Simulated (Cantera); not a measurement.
**Thermodynamics of carbothermic reduction, feed CuO + CO + H₂**

Input: 1 mol CuO, 1.9 mol CO, 2.5 mol H₂, at 760 Pa.

Cantera equilibrium calculation (NASA polynomials, part measured and part estimated; ideal gas, pure solids and liquids). Candidate condensed phases: C, C₆H₆, C₇H₈, C₈H₁₈, Cu, CuO, Cu(OH)₂, Cu₂O, H₂O; 113 gas species. The numbers say what is thermodynamically allowed, not how fast it happens.

```
T (°C)   x H₂   x CO      x Cu   x H₂O   x CO₂       x H  n Cu(s)  n Cu(l)
------  -----  -----  --------  ------  ------  --------  -------  -------
625     0.476  0.297  2.15e-11  0.0927   0.135  8.66e-10     1.00        0
825     0.439  0.334   7.33e-8   0.129  0.0979   1.88e-7     1.00        0
1025    0.416  0.357   1.98e-5   0.153  0.0747   7.92e-6    1.000        0
1225    0.400  0.371   0.00105   0.167  0.0600  0.000125        0    0.995
1425    0.383  0.373    0.0204   0.173  0.0495   0.00103        0    0.908
1625    0.311  0.315     0.184   0.149  0.0359   0.00500        0        0
1825    0.298  0.316     0.183   0.150  0.0322    0.0193        0        0
```
x: gas mole fraction; n: condensed amount in mol.

From 625 °C to 1025 °C the condensed part is Cu(s). From 1225 °C to 1425 °C the condensed part is Cu(l). From 1625 °C to 1825 °C nothing is condensed.
